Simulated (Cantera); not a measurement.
Hydrogen reduction and annealing atmospheres: Fe2O3 + H2

Input: 1 mol Fe2O3, a varied amount of H2, at 2175 K and 0.000270 bar.

Method: chemical equilibrium by Gibbs-energy minimisation in Cantera with the NASA 1993 tables (ideal gas, pure condensed phases). Candidate condensed phases: Fe, FeO, Fe(OH)2, Fe(OH)3, Fe2O3, Fe3O4, H2O; 12 gas species. The numbers say what is thermodynamically allowed, not how fast it happens.

From 11 mol H2 to 2900 mol H2 nothing is condensed. The main Fe-bearing gas is Fe throughout.

```json
[
 {"n(H2) (mol)": "11", "x H2": "0.459", "x H": "0.201", "x H2O": "0.188", "x Fe": "0.135", "x OH": "0.0111", "x O": "0.00341", "x FeO": "0.00163", "x O2": "0.000590"},
 {"n(H2) (mol)": "21", "x H2": "0.582", "x H": "0.227", "x H2O": "0.107", "x Fe": "0.0763", "x OH": "0.00561", "x O": "0.00153", "x FeO": "0.000412", "x O2": "0.000119"},
 {"n(H2) (mol)": "38", "x H2": "0.651", "x H": "0.240", "x H2O": "0.0618", "x Fe": "0.0438", "x OH": "0.00306", "x O": "0.000789", "x FeO": "0.000122", "x O2": "3.17e-5"},
 {"n(H2) (mol)": "71", "x H2": "0.693", "x H": "0.247", "x H2O": "0.0339", "x Fe": "0.0239", "x OH": "0.00162", "x O": "0.000406", "x FeO": "3.43e-5", "x O2": "8.40e-6"},
 {"n(H2) (mol)": "130", "x H2": "0.716", "x H": "0.251", "x H2O": "0.0187", "x Fe": "0.0132", "x OH": "0.000884", "x O": "0.000218", "x FeO": "1.02e-5", "x O2": "2.41e-6"},
 {"n(H2) (mol)": "240", "x H2": "0.728", "x H": "0.254", "x H2O": "0.0102", "x Fe": "0.00721", "x OH": "0.000478", "x O": "0.000117", "x FeO": "2.97e-6", "x O2": "6.92e-7"},
 {"n(H2) (mol)": "450", "x H2": "0.736", "x H": "0.255", "x H2O": "0.00547", "x Fe": "0.00386", "x OH": "0.000255", "x O": "6.18e-5", "x FeO": "8.42e-7", "x O2": "1.94e-7"},
 {"n(H2) (mol)": "850", "x H2": "0.739", "x H": "0.255", "x H2O": "0.00290", "x Fe": "0.00205", "x OH": "0.000135", "x O": "3.26e-5", "x FeO": "2.36e-7", "x O2": "5.42e-8"},
 {"n(H2) (mol)": "1600", "x H2": "0.741", "x H": "0.256", "x H2O": "0.00154", "x Fe": "0.00109", "x OH": "7.16e-5", "x O": "1.73e-5", "x FeO": "6.65e-8", "x O2": "1.52e-8"},
 {"n(H2) (mol)": "2900", "x H2": "0.742", "x H": "0.256", "x H2O": "0.000852", "x Fe": "0.000601", "x OH": "3.95e-5", "x O": "9.54e-6", "x FeO": "2.02e-8", "x O2": "4.63e-9"}
]
```
x: gas mole fraction; nothing condenses.
